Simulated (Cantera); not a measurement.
A Cantera script and what it prints.

```python
import numpy as np
import cantera as ct

gas_names = """
    C CO CO2 C2 C2O C3 C3O2 C4 C5 O O2 O3 Si SiC SiC2 SiO SiO2 Si2 Si2C Si3
""".split()
cond_names = """
    C(gr) Si(cr) Si(L) SiC(b) SiO2(Lqz) SiO2(hqz) SiO2(L)
""".split()


# ... load() reads the species with a 1 bar reference pressure and builds the phases ...
atoms = {
    'SiO2': {'Si': 1, 'O': 2},
    'CO': {'C': 1, 'O': 1},
}
top_T = {'C(gr)': 4500, 'SiC(b)': 3050}  # K; cautious upper limits of use, not melting points


# ... equilibrate(T, P, feed) seeds the gas with the atoms and calls Mixture.equilibrate('TP', solver="vcs", rtol=1e-11, max_steps=5000) ...
results = []
feed = {'SiO2': 1, 'CO': 2.5}  # mol
for P in [10, 42, 180, 750, 3200, 13000, 56000, 240000, 1000000]:
    for T in [1725, 1750, 1775, 1800, 1825, 1850, 1875, 1900, 1925, 1950, 1975, 2000, 2025, 2050]:
        mix = equilibrate(T, P, feed)
        results.append((T, P, feed, dict(zip(mix.species_names, mix.species_moles))))

for T, P, feed, n in results:
    print(f"{T:7g} {P:10.4g}  " + (" + ".join(c for c in cond_names if n.get(c, 0) > 1e-12) or "gas only"))
```

It prints:

```
   1725         10  SiO2(L)
   1750         10  SiO2(L)
   1775         10  SiO2(L)
   1800         10  SiO2(L)
   1825         10  SiO2(L)
   1850         10  SiO2(L)
   1875         10  SiO2(L)
   1900         10  SiO2(L)
   1925         10  SiO2(L)
   1950         10  SiO2(L)
   1975         10  SiO2(L)
   2000         10  SiO2(L)
   2025         10  gas only
   2050         10  gas only
   1725         42  SiO2(L)
   1750         42  SiO2(L)
   1775         42  SiO2(L)
   1800         42  SiO2(L)
   1825         42  SiO2(L)
   1850         42  SiO2(L)
   1875         42  SiO2(L)
   1900         42  SiO2(L)
   1925         42  SiO2(L)
   1950         42  SiO2(L)
   1975         42  SiO2(L)
   2000         42  SiO2(L)
   2025         42  SiO2(L)
   2050         42  SiO2(L)
   1725        180  SiO2(L)
   1750        180  SiO2(L)
   1775        180  SiO2(L)
   1800        180  SiO2(L)
   1825        180  SiO2(L)
   1850        180  SiO2(L)
   1875        180  SiO2(L)
   1900        180  SiO2(L)
   1925        180  SiO2(L)
   1950        180  SiO2(L)
   1975        180  SiO2(L)
   2000        180  SiO2(L)
   2025        180  SiO2(L)
   2050        180  SiO2(L)
   1725        750  SiO2(L)
   1750        750  SiO2(L)
   1775        750  SiO2(L)
   1800        750  SiO2(L)
   1825        750  SiO2(L)
   1850        750  SiO2(L)
   1875        750  SiO2(L)
   1900        750  SiO2(L)
   1925        750  SiO2(L)
   1950        750  SiO2(L)
   1975        750  SiO2(L)
   2000        750  SiO2(L)
   2025        750  SiO2(L)
   2050        750  SiO2(L)
   1725       3200  SiO2(L)
   1750       3200  SiO2(L)
   1775       3200  SiO2(L)
   1800       3200  SiO2(L)
   1825       3200  SiO2(L)
   1850       3200  SiO2(L)
   1875       3200  SiO2(L)
   1900       3200  SiO2(L)
   1925       3200  SiO2(L)
   1950       3200  SiO2(L)
   1975       3200  SiO2(L)
   2000       3200  SiO2(L)
   2025       3200  SiO2(L)
   2050       3200  SiO2(L)
   1725    1.3e+04  SiO2(L)
   1750    1.3e+04  SiO2(L)
   1775    1.3e+04  SiO2(L)
   1800    1.3e+04  SiO2(L)
   1825    1.3e+04  SiO2(L)
   1850    1.3e+04  SiO2(L)
   1875    1.3e+04  SiO2(L)
   1900    1.3e+04  SiO2(L)
   1925    1.3e+04  SiO2(L)
   1950    1.3e+04  SiO2(L)
   1975    1.3e+04  SiO2(L)
   2000    1.3e+04  SiO2(L)
   2025    1.3e+04  SiO2(L)
   2050    1.3e+04  SiO2(L)
   1725    5.6e+04  SiO2(L)
   1750    5.6e+04  SiO2(L)
   1775    5.6e+04  SiO2(L)
   1800    5.6e+04  SiO2(L)
   1825    5.6e+04  SiO2(L)
   1850    5.6e+04  SiO2(L)
   1875    5.6e+04  SiO2(L)
   1900    5.6e+04  SiO2(L)
   1925    5.6e+04  SiO2(L)
   1950    5.6e+04  SiO2(L)
   1975    5.6e+04  SiO2(L)
   2000    5.6e+04  SiO2(L)
   2025    5.6e+04  SiO2(L)
   2050    5.6e+04  SiO2(L)
   1725    2.4e+05  C(gr) + SiO2(L)
   1750    2.4e+05  SiO2(L)
   1775    2.4e+05  SiO2(L)
   1800    2.4e+05  SiO2(L)
   1825    2.4e+05  SiO2(L)
   1850    2.4e+05  SiO2(L)
   1875    2.4e+05  SiO2(L)
   1900    2.4e+05  SiO2(L)
   1925    2.4e+05  SiO2(L)
   1950    2.4e+05  SiO2(L)
   1975    2.4e+05  SiO2(L)
   2000    2.4e+05  SiO2(L)
   2025    2.4e+05  SiO2(L)
   2050    2.4e+05  SiO2(L)
   1725      1e+06  C(gr) + SiO2(L)
   1750      1e+06  C(gr) + SiO2(L)
   1775      1e+06  C(gr) + SiO2(L)
   1800      1e+06  C(gr) + SiO2(L)
   1825      1e+06  C(gr) + SiO2(L)
   1850      1e+06  C(gr) + SiO2(L)
   1875      1e+06  C(gr) + SiO2(L)
   1900      1e+06  SiO2(L)
   1925      1e+06  SiO2(L)
   1950      1e+06  SiO2(L)
   1975      1e+06  SiO2(L)
   2000      1e+06  SiO2(L)
   2025      1e+06  SiO2(L)
   2050      1e+06  SiO2(L)
```

These are equilibrium values from Cantera (NASA tables, ideal gas, pure condensed phases), not measurements of a reactor. The tables hold silica as quartz up to 1696 K and as liquid above; real silica turns to tridymite and cristobalite and melts near 1996 K.
